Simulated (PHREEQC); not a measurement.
A made-up water analysis in mg/L, 20 °C, pH 3.99, pe 8.1: Na 1420; K 374; Ca 147; Mg 61.8; Cl 1160; S(6) as SO4 2620; Cd 91.6; Cu(2) 1.63; Fe(3) 60; F 0.719.

Cl is adjusted to close the charge balance.
Valence states are taken as typed.

Model: ion-association model, phreeqc.dat, run in PHREEQC.

### Question
The ionic strength comes out as 0.106 mol/kgw. What activity coefficients do KSO4-, Cl-, CaHSO4+, NaSO4-, Cd(SO4)2-2 get?

### Answer
KSO4- 0.79, Cl- 0.76, CaHSO4+ 0.78, NaSO4- 0.79, Cd(SO4)2-2 0.37.

This is a speciation only: nothing precipitates in the calculation. Saturation is exceeded, for instance for Jarosite-K, Fe(OH)3(a); the values hold only as long as no solid forms. Species that the database lacks are ignored. Fluoro complexes past AlF4- and FeF3 are missing from the database.
